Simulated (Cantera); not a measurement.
Input: 1 mol SiH2Cl2, 0.56 mol N2, 0.53 mol H2, 0.78 mol NH3, equilibrated at 1300 K and 4100 Pa.

Method: chemical equilibrium by Gibbs-energy minimisation in Cantera with the NASA 1993 tables (ideal gas, pure condensed phases). Candidate condensed phases: NH4Cl, Si, Si3N4; 28 gas species. The tables' values for SiCl3 are old estimates; treat these amounts as uncertain. The numbers say what is thermodynamically allowed, not how fast it happens.

Base state: H2 0.482, HCl 0.398, N2 0.0909, SiCl4 0.0225, SiCl3 0.00295, SiCl2 0.00229, SiHCl3 0.00124 (mole fractions); condensed: Si3N4(s).

Task: What changes in the equilibrium state with this change: SiH2Cl2 replaced by SiF4?

Result: 
```csv
species,before,after
H2,0.482,0.461
SiF4,0,0.269
N2,0.0909,0.260
HCl,0.398,0
SiCl4,0.0225,0
HF,0,0.00502
SiCl3,0.00295,0
"Si3N4(s), mol",0.295,0
```
The tables' values for SiF3, SiF2 are old estimates; treat these amounts as uncertain.
